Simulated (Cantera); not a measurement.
Source: NASA polynomial tables (part measured, part estimated), evaluated in Cantera. Values are per mole of reaction as written; species without (g) are pure solids or liquids, kept so even where they would boil at 1 bar.

Question: Between 300 and 698 K, where is each reaction favourable under standard conditions?
- 3 Ti₂O₃ + OH(g) → H(g) + 2 Ti₃O₅

Answer: 
- 3 Ti₂O₃ + OH(g) → H(g) + 2 Ti₃O₅: ΔG° is -164 kJ at 300 K and -159 kJ at 698 K; it stays negative (K > 1). ΔH° is -163 kJ and ΔS° -5 J/K at 698 K.
